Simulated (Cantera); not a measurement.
## Fluorocarbon and chlorocarbon gases: C2F6 + H2 + HCl

Charge: 1 mol C2F6, 0.45 mol H2, 1.7 mol HCl, equilibrated at 2325 K.

Equilibrium computed with Cantera from the NASA thermochemical tables; the gas is ideal and each condensed phase is pure. Candidate condensed phases: C, C6H6, C7H8, C8H18; 118 gas species. The feed counts by its element totals alone. Gases not in the tables: C2F6 and larger saturated fluorocarbons. Kinetics and transport are ignored.

| P (Pa) | x HF | x F | x Cl | x CF4 | x CF2 | x HCl | x Cl2 | x H | n C(graphite) |
|---|---|---|---|---|---|---|---|---|---|
| 1 | 0.321 | 0.437 | 0.217 | 5.24e-10 | 0.000808 | 0.000284 | 1.02e-7 | 0.0114 | 1.86 |
| 10 | 0.338 | 0.423 | 0.222 | 4.59e-7 | 0.00756 | 0.000316 | 1.06e-6 | 0.00124 | 1.88 |
| 100 | 0.355 | 0.353 | 0.232 | 0.000222 | 0.0526 | 0.000417 | 1.16e-5 | 0.000156 | 1.56 |
| 1000 | 0.400 | 0.180 | 0.261 | 0.0151 | 0.137 | 0.00103 | 0.000146 | 3.44e-5 | 0.976 |
| 10000 | 0.458 | 0.0492 | 0.293 | 0.0842 | 0.102 | 0.00485 | 0.00185 | 1.44e-5 | 0.913 |
| 100000 | 0.485 | 0.00998 | 0.272 | 0.142 | 0.0421 | 0.0236 | 0.0160 | 7.53e-6 | 1.01 |
x: gas mole fraction; n: condensed amount in mol.

From 0.00750 Torr to 750 Torr the condensed part is C(graphite). The main C-bearing gas is CF at 0.00750 Torr and CF4 at 750 Torr. The share of C in condensed phases is highest at 0.0750 Torr (93.8 %) and lowest at 75.0 Torr (45.7 %).
